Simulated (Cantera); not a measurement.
An adiabatic, constant-pressure homogeneous reactor starts with 11.6 % CO, 0.520 % H2, 6.04 % O2, 72.5 % N2, 9.37 % H2O, equivalence ratio 1.0, at 1075 K and 13.0 bar.

Cantera simulation using GRI-Mech 3.0 (53 species, 325 reactions); the numbers are that mechanism's predictions, not measurements. The hydrogen kinetics of GRI-Mech 3.0 are dated; newer H2 mechanisms differ, most at raised pressure. The pressure lies above the range GRI-Mech 3.0 was tuned for (to about 10 atm).

One state of this run: T (K) = 1987; x CO = 0.00149; x H2 = 0.000284; x O2 = 0.000729; x H2O = 0.105; x H2O2 = 1.81e-8. x: mole fraction; the columns are a selection and need not sum to one.

**Question.** Which value of t (s) does it belong to?
A. 0.162
B. 0.00106
C. 0.00374
D. 0.000303

**Answer.** A, 0.162
